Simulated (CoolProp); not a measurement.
Saturation properties of water (Tc = 647.1 K, pc = 220.6 bar, ω = 0.344).

The numbers come from the reference Helmholtz-energy equation of state, Wagner 2002 in CoolProp.

| T (K) | p (bar) | liquid cp (kJ/(kg K)) | vapour Z | liquid viscosity (µPa s) | vapour viscosity (µPa s) |
|---|---|---|---|---|---|
| 442 | 7.704 | 4.364 | ? | 161 | 14.6 |
| 454.4 | 10.32 | 4.410 | 0.9281 | 149 | 15.0 |
| 466.7 | 13.56 | 4.464 | 0.9140 | 139 | 15.4 |
| 479.1 | ? | 4.528 | 0.8979 | 131 | 15.9 |
| 491.5 | 22.47 | ? | 0.8800 | 123 | 16.3 |
| 503.8 | 28.31 | 4.693 | 0.8602 | 116 | 16.7 |
| 516.2 | 35.30 | 4.800 | 0.8381 | 110 | ? |
| 528.5 | 43.48 | 4.930 | 0.8140 | 104 | ? |
| 540.9 | 53.12 | ? | 0.7871 | 98.5 | 18.1 |
| 553.3 | 64.31 | ? | 0.7575 | 93.5 | 18.6 |
| 565.6 | 77.11 | 5.550 | ? | 88.7 | 19.2 |
| 578 | 91.90 | 5.901 | 0.6885 | 84.0 | 19.8 |

Task: What belongs in the gaps?

Result: 
- 442, vapour Z: 0.9407
- 479.1, p (bar): 17.58
- 491.5, liquid cp (kJ/(kg K)): 4.604
- 516.2, vapour viscosity (µPa s): 17.2
- 528.5, vapour viscosity (µPa s): 17.6
- 540.9, liquid cp (kJ/(kg K)): 5.090
- 553.3, liquid cp (kJ/(kg K)): 5.292
- 565.6, vapour Z: 0.7250

It boils at 373.1 K under 1 atm.

Viscosity comes from a separate model (Huber 2009).
